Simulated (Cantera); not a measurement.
**Thermodynamics of aluminium nitride and oxide growth, feed Al(CH3)3 + N2 + H2**

Input: 1 mol Al(CH3)3, 10 mol N2, 5.2 mol H2, at 402 °C and 1.00 Torr.

Cantera equilibrium calculation (NASA polynomials, part measured and part estimated; ideal gas, pure solids and liquids). Candidate condensed phases: Al, AlN, C, C6H6, C7H8, C8H18; 97 gas species. The feed counts by its element totals alone. The numbers say what is thermodynamically allowed, not how fast it happens.

```
Property                              Value
--------------------------------  ---------
x(H2)                                 0.498
x(N2)                                 0.497
x(CH4)                              0.00483
x(NH3)                              4.32e-6
n(AlN(s))                          1.00 mol
n(C(graphite))                     2.91 mol
gas amount                        19.11 mol
log10 activity of Al(s) (absent)     -17.53
```
